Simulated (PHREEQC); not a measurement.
1 kg of water holding 14 mmol/kgw KCl, 18 mmol/kgw NaBr, 3.3 mmol/kgw MgBr2, 0.08 mmol/kgw CaSO4 and 23 mmol/kgw NaCl is evaporated at 30 °C; the solids stay in contact with the brine. CO2 from the air is kept out. Solids allowed: Arcanite, Bischofite, Bloedite, Brucite, Carnallite, Epsomite, Glaserite, Glauberite, Gypsum, Anhydrite, Halite, Hexahydrite, Kainite, Kieserite, Leonite, Mirabilite, Misenite, Polyhalite, Portlandite, Schoenite, Sylvite, Syngenite, Thenardite, MgCl2_4H2O. Others were left out.

The numbers come from PHREEQC with the Pitzer model, pitzer.dat.

```json
[
 {"water left (kg)": "1", "ionic strength": "0.0652", "water activity": "0.998", "Halite (mol)": "0", "Br in solution (mol/kgw)": "0.0246", "Mg in solution (mol/kgw)": "0.00330", "Ca in solution (mol/kgw)": "8.00e-5"},
 {"water left (kg)": "0.6755", "ionic strength": "0.0965", "water activity": "0.997", "Halite (mol)": "0", "Br in solution (mol/kgw)": "0.0364", "Mg in solution (mol/kgw)": "0.00489", "Ca in solution (mol/kgw)": "0.000118"},
 {"water left (kg)": "0.4563", "ionic strength": "[?]", "water activity": "0.996", "Halite (mol)": "0", "Br in solution (mol/kgw)": "0.0539", "Mg in solution (mol/kgw)": "0.00723", "Ca in solution (mol/kgw)": "0.000175"},
 {"water left (kg)": "0.3082", "ionic strength": "0.212", "water activity": "0.994", "Halite (mol)": "0", "Br in solution (mol/kgw)": "0.0798", "Mg in solution (mol/kgw)": "0.0107", "Ca in solution (mol/kgw)": "0.000260"},
 {"water left (kg)": "0.2082", "ionic strength": "0.313", "water activity": "0.991", "Halite (mol)": "0", "Br in solution (mol/kgw)": "0.118", "Mg in solution (mol/kgw)": "0.0158", "Ca in solution (mol/kgw)": "0.000384"},
 {"water left (kg)": "0.1407", "ionic strength": "0.464", "water activity": "0.986", "Halite (mol)": "0", "Br in solution (mol/kgw)": "0.175", "Mg in solution (mol/kgw)": "0.0235", "Ca in solution (mol/kgw)": "0.000569"},
 {"water left (kg)": "0.09502", "ionic strength": "0.686", "water activity": "0.979", "Halite (mol)": "0", "Br in solution (mol/kgw)": "0.259", "Mg in solution (mol/kgw)": "0.0347", "Ca in solution (mol/kgw)": "0.000842"},
 {"water left (kg)": "0.07809", "ionic strength": "[?]", "water activity": "[?]", "Halite (mol)": "0", "Br in solution (mol/kgw)": "0.315", "Mg in solution (mol/kgw)": "0.0423", "Ca in solution (mol/kgw)": "0.00102"},
 {"water left (kg)": "0.05275", "ionic strength": "[?]", "water activity": "0.962", "Halite (mol)": "0", "Br in solution (mol/kgw)": "0.466", "Mg in solution (mol/kgw)": "0.0626", "Ca in solution (mol/kgw)": "0.00152"},
 {"water left (kg)": "0.03564", "ionic strength": "1.83", "water activity": "0.942", "Halite (mol)": "0", "Br in solution (mol/kgw)": "0.690", "Mg in solution (mol/kgw)": "0.0926", "Ca in solution (mol/kgw)": "0.00224"},
 {"water left (kg)": "0.02407", "ionic strength": "2.71", "water activity": "0.912", "Halite (mol)": "0", "Br in solution (mol/kgw)": "1.02", "Mg in solution (mol/kgw)": "0.137", "Ca in solution (mol/kgw)": "0.00332"},
 {"water left (kg)": "0.01627", "ionic strength": "[?]", "water activity": "0.862", "Halite (mol)": "0", "Br in solution (mol/kgw)": "1.51", "Mg in solution (mol/kgw)": "0.203", "Ca in solution (mol/kgw)": "0.00492"},
 {"water left (kg)": "0.01099", "ionic strength": "5.93", "water activity": "0.780", "Halite (mol)": "0", "Br in solution (mol/kgw)": "2.24", "Mg in solution (mol/kgw)": "0.300", "Ca in solution (mol/kgw)": "0.00728"},
 {"water left (kg)": "0.007426", "ionic strength": "8.38", "water activity": "0.669", "Halite (mol)": "0.00299", "Br in solution (mol/kgw)": "3.31", "Mg in solution (mol/kgw)": "0.444", "Ca in solution (mol/kgw)": "0.0108"}
]
```

Task: Complete the blanks.

Result: 
- 0.4563, ionic strength: 0.143
- 0.07809, ionic strength: 0.835
- 0.07809, water activity: 0.975
- 0.05275, ionic strength: 1.24
- 0.01627, ionic strength: 4.01

Species that the database lacks are ignored.
